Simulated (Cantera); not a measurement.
A closed system holds: 1 mol Al, 2.9 mol Cl2, held at 130 Pa.

Equilibrium computed with Cantera from the NASA thermochemical tables; the gas is ideal and each condensed phase is pure. Candidate condensed phases: Al, AlCl3; 8 gas species. Rates play no part.

x: gas mole fraction; nothing condenses.

```tsv
T (°C)	x Cl2	x AlCl3	x Cl	x Al2Cl6	x AlCl2
275	0.699	0.104	4.40e-8	0.198	<1e-12
375	0.605	0.357	2.61e-6	0.0377	<1e-12
475	0.585	0.413	5.46e-5	0.00256	<1e-12
575	0.583	0.416	0.000567	0.000275	<1e-12
675	0.580	0.416	___	___	6.64e-12
775	0.571	0.413	0.0161	1.17e-5	2.54e-10
875	0.540	0.405	0.0546	3.63e-6	5.14e-9
975	___	0.386	___	___	6.51e-8
1075	0.342	0.353	0.304	4.91e-7	5.91e-7
```

Fill in the missing entries.


- 675, x Cl: 0.00362
- 675, x Al2Cl6: 4.79e-5
- 975, x Cl2: 0.468
- 975, x Cl: 0.145
- 975, x Al2Cl6: 1.29e-6
